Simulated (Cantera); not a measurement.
Input (Python, Cantera) and output of one run.

```python
import numpy as np
import cantera as ct

gas_names = [...]  # 109 gases of nasa_gas.yaml made of C, Cl, H, Si
cond_names = """
    C(gr) C6H6(L) C7H8(L) C8H18(L),n-octa Si(cr) Si(L) SiC(b)
""".split()


# ... load() reads the species with a 1 bar reference pressure and builds the phases ...
atoms = {
    'CH3SiCl3': {'C': 1, 'H': 3, 'Si': 1, 'CL': 3},
    'CH4': {'C': 1, 'H': 4},
    'H2': {'H': 2},
    'C2H2': {'C': 2, 'H': 2},
}
top_T = {'C(gr)': 4500, 'SiC(b)': 3050}  # K; cautious upper limits of use, not melting points


# ... equilibrate(T, P, feed) seeds the gas with the atoms and calls Mixture.equilibrate('TP', solver="vcs", rtol=1e-11, max_steps=5000) ...
results = []
feed = {'CH3SiCl3': 1, 'CH4': 0.2, 'H2': 560, 'C2H2': 0.05}  # mol
P = 24000  # Pa
for T in [923, 1073, 1223, 1373, 1523, 1673, 1823, 1973, 2123, 2273, 2423]:
    mix = equilibrate(T, P, feed)
    results.append((T, P, feed, dict(zip(mix.species_names, mix.species_moles))))
    x = sorted(zip(gas.X, gas.species_names), reverse=True)
    print(f"T = {T:g} K  P = {P:g} Pa  gas = {mix.phase_moles(0):.4g} mol")
    print("   x: " + "  ".join(f"{s} {v:.3e}" for v, s in x if v > 1e-06))
    print("   condensed (mol): " + ("  ".join(f"{mix.phase(i).name} {mix.phase_moles(i):.4g}"
          for i in range(1, mix.n_phases) if mix.phase_moles(i) > 1e-12) or "none"))
```

Output:

```
T = 923 K  P = 24000 Pa  gas = 562.9 mol
   x: H2 9.945e-01  HCL 4.574e-03  CH4 7.485e-04  SiCL4 1.166e-04  SiHCL3 9.039e-05  SiH2CL2 6.860e-06  SiCL3 1.100e-06
   condensed (mol): SiC(b) 0.8787
T = 1073 K  P = 24000 Pa  gas = 563.1 mol
   x: H2 9.941e-01  HCL 5.309e-03  CH4 5.389e-04  SiHCL3 2.959e-06  SiCL4 1.290e-06
   condensed (mol): SiC(b) 0.9965
T = 1223 K  P = 24000 Pa  gas = 563.1 mol
   x: H2 9.941e-01  HCL 5.325e-03  CH4 5.338e-04
   condensed (mol): SiC(b) 0.9994
T = 1373 K  P = 24000 Pa  gas = 563.2 mol
   x: H2 9.941e-01  HCL 5.325e-03  CH4 5.326e-04  H 6.777e-06
   condensed (mol): SiC(b) 0.9995
T = 1523 K  P = 24000 Pa  gas = 563.2 mol
   x: H2 9.941e-01  HCL 5.325e-03  CH4 5.113e-04  H 4.704e-05  C2H2,acetylene 1.029e-05
   condensed (mol): SiC(b) 0.9995
T = 1673 K  P = 24000 Pa  gas = 563.4 mol
   x: H2 9.941e-01  HCL 5.322e-03  CH4 2.879e-04  H 2.318e-04  C2H2,acetylene 5.664e-05  SiCL2 1.372e-06  CH3 1.366e-06
   condensed (mol): C(gr) 0.07317  SiC(b) 0.9991
T = 1823 K  P = 24000 Pa  gas = 563.6 mol
   x: H2 9.934e-01  HCL 5.314e-03  H 8.815e-04  C2H2,acetylene 1.863e-04  CH4 1.592e-04  CL 3.597e-06  CH3 2.852e-06  SiCL2 2.416e-06
   condensed (mol): SiC(b) 0.9976
T = 1973 K  P = 24000 Pa  gas = 564.2 mol
   x: H2 9.916e-01  HCL 5.294e-03  H 2.743e-03  C2H2,acetylene 2.441e-04  CH4 6.678e-05  CL 1.094e-05  Si 1.051e-05  SiH2 7.202e-06  SiCL2 5.586e-06  SiH 3.708e-06  CH3 3.669e-06
   condensed (mol): SiC(b) 0.9838
T = 2123 K  P = 24000 Pa  gas = 565.6 mol
   x: H2 9.868e-01  H 7.275e-03  HCL 5.249e-03  C2H2,acetylene 3.540e-04  Si 1.281e-04  SiH2 3.659e-05  CH4 3.399e-05  SiH 3.221e-05  CL 2.840e-05  SiCL2 1.054e-05  Si2C 5.711e-06  SiCL 5.637e-06  CH3 4.865e-06  SiC2 1.967e-06
   condensed (mol): SiC(b) 0.8715
T = 2273 K  P = 24000 Pa  gas = 568.9 mol
   x: H2 9.757e-01  H 1.694e-02  HCL 5.162e-03  Si 8.463e-04  C2H2,acetylene 8.446e-04  SiH 1.579e-04  SiH2 1.125e-04  CL 6.470e-05  Si2C 6.319e-05  CH4 2.473e-05  SiC2 2.441e-05  SiCL 2.020e-05  SiCL2 1.363e-05  CH3 8.107e-06  Si2 4.321e-06
   condensed (mol): SiC(b) 0.2542
T = 2423 K  P = 24000 Pa  gas = 574.5 mol
   x: H2 9.566e-01  H 3.540e-02  HCL 5.060e-03  Si 1.321e-03  C2H2,acetylene 1.058e-03  SiH 1.887e-04  CL 1.332e-04  SiH2 8.895e-05  SiC2 3.894e-05  Si2C 3.545e-05  SiCL 1.843e-05  CH4 1.417e-05  CH3 9.597e-06  SiCL2 5.090e-06  Si2 3.796e-06  C2H 2.374e-06
   condensed (mol): none
```

Cantera equilibrium calculation (NASA polynomials, part measured and part estimated; ideal gas, pure solids and liquids). The feed counts by its element totals alone. The tables' values for SiCl are old estimates; treat these amounts as uncertain. Gases not in the tables: Si2H6 and higher silanes.
